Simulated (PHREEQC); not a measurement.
Solution (9.6 °C): 0.23 mmol/kgw Ag2SO4. Closed to the air; pH follows from the charge balance.

All values are PHREEQC results (ion-association model, wateq4f.dat), not measurements.

No solid was allowed to form.

Task: Predict the pH.

Result: pH 7.25.

At this temperature some constants are extrapolated from 25 °C, and those without enthalpy data are left unchanged.
